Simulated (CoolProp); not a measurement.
Model: reference Helmholtz-energy equation of state, Lemmon 2006, in CoolProp. It is a short technical equation, of lower accuracy than the large ones.

Give the vapour pressure (MPa), enthalpy of vaporisation (kJ/kg), vapour viscosity (µPa s) of saturated hydrogen sulfide at 224.7, 239, 243.8 K.


```json
[
 {"T (K)": "224.7", "p (MPa)": "0.178", "enthalpy of vaporisation (kJ/kg)": "532", "vapour viscosity (µPa s)": "8.78"},
 {"T (K)": "239", "p (MPa)": "0.325", "enthalpy of vaporisation (kJ/kg)": "514", "vapour viscosity (µPa s)": "9.24"},
 {"T (K)": "243.8", "p (MPa)": "0.390", "enthalpy of vaporisation (kJ/kg)": "507", "vapour viscosity (µPa s)": "9.39"}
]
```

Viscosity comes from a separate model (Quiñones-Cisneros 2012).
